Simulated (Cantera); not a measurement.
Input (Python, Cantera) and output of one run.

```python
import numpy as np
import cantera as ct

gas_names = """
    C CN CO CO2 C2 CCN CNC C2N2 C2O C3 C3O2 C4 C4N2 C5 N NCO NO NO2 NO3 N2 N2O O O2 O3 Si SiC SiC2 SiN
    SiO SiO2 Si2 Si2C Si2N Si3
""".split()
cond_names = """
    C(gr) Si(cr) Si(L) SiC(b) SiO2(Lqz) SiO2(hqz) SiO2(L) Si2N2O(s) Si3N4(a)
""".split()


# ... load() reads the species with a 1 bar reference pressure and builds the phases ...
atoms = {
    'SiO2': {'Si': 1, 'O': 2},
    'C': {'C': 1},
    'N2': {'N': 2},
}
top_T = {'C(gr)': 4500, 'SiC(b)': 3050, 'Si2N2O(s)': 2100, 'Si3N4(a)': 2400}  # K; cautious upper limits of use, not melting points


# ... equilibrate(T, P, feed) seeds the gas with the atoms and calls Mixture.equilibrate('TP', solver="vcs", rtol=1e-11, max_steps=5000) ...
results = []
feed = {'SiO2': 1, 'C': 2.6, 'N2': 0.3}  # mol
P = 390000  # Pa
for T in [1125, 1225, 1325, 1425, 1525, 1625, 1725, 1825, 1925]:
    mix = equilibrate(T, P, feed)
    results.append((T, P, feed, dict(zip(mix.species_names, mix.species_moles))))
    x = sorted(zip(gas.X, gas.species_names), reverse=True)
    print(f"T = {T:g} K  P = {P:g} Pa  gas = {mix.phase_moles(0):.4g} mol")
    print("   x: " + "  ".join(f"{s} {v:.3e}" for v, s in x if v > 1e-05))
    print("   condensed (mol): " + ("  ".join(f"{mix.phase(i).name} {mix.phase_moles(i):.4g}"
          for i in range(1, mix.n_phases) if mix.phase_moles(i) > 1e-12) or "none"))
```

Result:

```
T = 1125 K  P = 390000 Pa  gas = 0.3003 mol
   x: N2 9.984e-01  CO 1.637e-03
   condensed (mol): C(gr) 2.6  SiO2(hqz) 0.9997  Si2N2O(s) 0.000164
T = 1225 K  P = 390000 Pa  gas = 0.3015 mol
   x: N2 9.923e-01  CO 7.648e-03
   condensed (mol): C(gr) 2.598  SiO2(hqz) 0.9985  Si2N2O(s) 0.0007693
T = 1325 K  P = 390000 Pa  gas = 0.3057 mol
   x: N2 9.720e-01  CO 2.802e-02  CO2 1.183e-05
   condensed (mol): C(gr) 2.591  SiO2(hqz) 0.9943  Si2N2O(s) 0.002858
T = 1425 K  P = 390000 Pa  gas = 0.3178 mol
   x: N2 9.159e-01  CO 8.405e-02  CO2 3.679e-05
   condensed (mol): C(gr) 2.573  SiO2(hqz) 0.9822  Si2N2O(s) 0.008911
T = 1525 K  P = 390000 Pa  gas = 0.349 mol
   x: N2 7.894e-01  CO 2.105e-01  CO2 9.231e-05
   condensed (mol): C(gr) 2.527  SiO2(hqz) 0.951  Si2N2O(s) 0.02451
T = 1625 K  P = 390000 Pa  gas = 0.4236 mol
   x: N2 5.622e-01  CO 4.376e-01  CO2 1.797e-04
   condensed (mol): C(gr) 2.415  SiO2(hqz) 0.8763  Si2N2O(s) 0.06184
T = 1725 K  P = 390000 Pa  gas = 0.5791 mol
   x: CO 7.226e-01  N2 2.770e-01  CO2 2.434e-04  SiO 1.027e-04
   condensed (mol): C(gr) 2.181  SiO2(L) 0.7208  Si2N2O(s) 0.1396
T = 1825 K  P = 390000 Pa  gas = 0.7728 mol
   x: CO 9.156e-01  N2 8.319e-02  SiO 1.010e-03  CO2 2.105e-04
   condensed (mol): C(gr) 1.892  SiO2(L) 0.5278  Si2N2O(s) 0.2357
T = 1925 K  P = 390000 Pa  gas = 1.793 mol
   x: CO 9.664e-01  N2 2.594e-02  SiO 7.512e-03  CO2 1.353e-04
   condensed (mol): C(gr) 0.3877  SiC(b) 0.4795  Si2N2O(s) 0.2535
```

Cantera equilibrium calculation (NASA polynomials, part measured and part estimated; ideal gas, pure solids and liquids). N2 is the only nitrogen source here; it is nearly inert below about 1500 K, so the nitride shown seldom forms there in practice. Mutual solubility and eutectic melting of coexisting phases are not modelled. The tables hold silica as quartz up to 1696 K and as liquid above; real silica turns to tridymite and cristobalite and melts near 1996 K.
